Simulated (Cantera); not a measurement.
# SiHCl3 + N2 (silicon epitaxy and polysilicon growth)

A closed system holds: 1 mol SiHCl3, a varied amount of N2, held at 1650 K and 9.40 mbar.

Method: chemical equilibrium by Gibbs-energy minimisation in Cantera with the NASA 1993 tables (ideal gas, pure condensed phases). Candidate condensed phases: NH4Cl, Si, Si3N4; 28 gas species. The tables' values for SiCl3, SiCl are old estimates; treat these amounts as uncertain. Equilibrium is a limit: real reactors are often held back by kinetics, nucleation or transport.

From 7.5 mol N2 to 260 mol N2 nothing is condensed. The main Si-bearing gas is SiCl2 throughout.

```tsv
n(N2) (mol)	log p N2	log p SiCl2	log p HCl	log p SiCl3	log p H2	log p SiCl4
7.5	-2.13	-3.05	-3.07	-4.03	-4.15	-4.67
10	-2.10	-3.15	-3.17	-4.16	-4.28	-4.83
14	-2.08	-3.27	-3.29	-4.32	-4.44	-5.03
18	-2.07	-3.37	-3.38	-4.45	-4.57	-5.18
24	-2.06	-3.48	-3.49	-4.60	-4.71	-5.37
33	-2.05	-3.60	-3.62	-4.77	-4.88	-5.59
44	-2.05	-3.72	-3.73	-4.92	-5.02	-5.79
59	-2.04	-3.84	-3.85	-5.09	-5.17	-6.00
80	-2.04	-3.96	-3.98	-5.27	-5.31	-6.23
110	-2.03	-4.10	-4.11	-5.46	-5.46	-6.48
140	-2.03	-4.20	-4.22	-5.61	-5.57	-6.68
190	-2.03	-4.33	-4.35	-5.80	-5.71	-6.94
260	-2.03	-4.46	-4.48	-6.01	-5.84	-7.21
```
log p: log10 of the partial pressure in bar; nothing condenses.
